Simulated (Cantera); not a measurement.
A Cantera script and its output.

```python
import numpy as np
import cantera as ct

gas = ct.Solution("gri30.yaml")
gas.TPX = 1050, 100000, {'N2O': 1, 'N2': 2.8}
reactor = ct.IdealGasConstPressureReactor(gas, energy="off", clone=False)
net = ct.ReactorNet([reactor])
net.rtol, net.atol = 1e-08, 1e-18
show = ['N2O', 'NO', 'O2', 'N2', 'NO2', 'O']
times = np.geomspace(4e-06, 10, 12)

steps = ct.SolutionArray(gas, extra=["t"])
rows = []
print(f"{'t/s':>10s}{'T/K':>9s}{'P/Pa':>11s}" + "".join(f"{s:>11s}" for s in show))
for t in times:
    while net.time < t:
        t_next = net.step()
        steps.append(gas.state, t=t_next)
    rows.append([np.interp(t, steps.t, y) for y in (steps.T, steps.P, *steps(*show).X.T)])
    print(f"{t:10.3e}{rows[-1][0]:9.1f}{rows[-1][1]:11.4g}" + "".join(f"{x:11.3e}" for x in rows[-1][2:]))
rate = np.gradient(steps.T, steps.t)
print("integrator steps:", len(steps.t))
if steps.T.max() > steps.T[0] + 200:
    print(f"time of steepest temperature rise: {steps.t[rate.argmax()]:.4e} s")
gas.TPX = 1050, 100000, {'N2O': 1, 'N2': 2.8}
gas.equilibrate("TP")
print(f"equilibrium (TP): T = {gas.T:.1f} K  " + "  ".join(f"{s} {gas[s].X[0]:.3e}" for s in show))
```

It prints:

```
       t/s      T/K       P/Pa        N2O         NO         O2         N2        NO2          O
 4.000e-06   1050.0      1e+05  2.632e-01  6.056e-11  5.412e-10  7.368e-01  5.473e-19  1.111e-08
 1.526e-05   1050.0      1e+05  2.632e-01  7.995e-10  7.144e-09  7.368e-01  9.233e-17  3.705e-08
 5.825e-05   1050.0      1e+05  2.632e-01  8.552e-09  7.642e-08  7.368e-01  1.054e-14  8.948e-08
 2.223e-04   1050.0      1e+05  2.632e-01  5.652e-08  5.050e-07  7.368e-01  4.596e-13  1.161e-07
 8.484e-04   1050.0      1e+05  2.632e-01  2.503e-07  2.237e-06  7.368e-01  9.006e-12  1.166e-07
 3.238e-03   1050.0      1e+05  2.631e-01  9.898e-07  8.846e-06  7.369e-01  1.402e-10  1.166e-07
 1.236e-02   1050.0      1e+05  2.631e-01  3.810e-06  3.406e-05  7.369e-01  2.049e-09  1.166e-07
 4.715e-02   1050.0      1e+05  2.628e-01  1.454e-05  1.302e-04  7.370e-01  2.792e-08  1.165e-07
 1.799e-01   1050.0      1e+05  2.620e-01  5.517e-05  4.960e-04  7.375e-01  3.211e-07  1.163e-07
 6.867e-01   1050.0      1e+05  2.587e-01  2.071e-04  1.876e-03  7.392e-01  2.385e-06  1.153e-07
 2.620e+00   1050.0      1e+05  2.466e-01  7.545e-04  6.914e-03  7.457e-01  1.075e-05  1.113e-07
 1.000e+01   1050.0      1e+05  2.075e-01  2.462e-03  2.334e-02  7.667e-01  3.692e-05  9.806e-08
integrator steps: 600
equilibrium (TP): T = 1050.0 K  N2O 3.472e-09  NO 4.184e-05  O2 1.163e-01  N2 8.837e-01  NO2 1.198e-06  O 2.295e-10
```

Model: GRI-Mech 3.0 (53 species, 325 reactions), integrated in Cantera. GRI-Mech 3.0 was tuned for natural gas; its chemistry of N2O as a main component is partial and can be far from experiment. The mechanism lacks the step 2 NO + O2 → 2 NO2, which can matter for NO2 below about 1400 K. The temperature is held fixed by assumption; the heat of reaction is taken as removed at once.
